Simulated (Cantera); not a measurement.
**Equilibrium for abatement and gas-phase synthesis: S + H₂O + H₂**

Input: 1 mol S, 4.3 mol H₂O, 4.5 mol H₂, equilibrated at 1.05 Torr.

Method: chemical equilibrium by Gibbs-energy minimisation in Cantera with the NASA 1993 tables (ideal gas, pure condensed phases). Candidate condensed phases: H₂O, H₂SO₄, S; 19 gas species. Kinetics and transport are ignored.

From 2150 K to 2550 K nothing is condensed.

| T (K) | log p H₂ | log p H | log p H₂O | log p O | log p OH | log p SO | log p SO₂ | log p S |
|---|---|---|---|---|---|---|---|---|
| 2150 | -3.14 | -3.95 | -3.37 | -6.02 | -5.06 | -4.27 | -4.30 | -4.76 |
| 2200 | -3.16 | -3.83 | -3.39 | -5.74 | -4.91 | -4.25 | -4.31 | -4.73 |
| 2250 | -3.18 | -3.72 | -3.40 | -5.47 | -4.77 | -4.25 | -4.33 | -4.71 |
| 2300 | -3.20 | -3.62 | -3.43 | -5.21 | -4.63 | -4.24 | -4.35 | -4.70 |
| 2350 | -3.23 | -3.52 | -3.46 | -4.97 | -4.51 | -4.25 | -4.37 | -4.68 |
| 2400 | -3.27 | -3.43 | -3.50 | -4.74 | -4.40 | -4.25 | -4.41 | -4.67 |
| 2450 | -3.32 | -3.35 | -3.56 | -4.53 | -4.31 | -4.26 | -4.46 | -4.66 |
| 2500 | -3.37 | -3.28 | -3.64 | -4.34 | -4.24 | -4.28 | -4.53 | -4.63 |
| 2550 | -3.43 | -3.22 | -3.75 | -4.18 | -4.20 | -4.31 | -4.62 | -4.60 |
log p: log10 of the partial pressure in bar; nothing condenses.
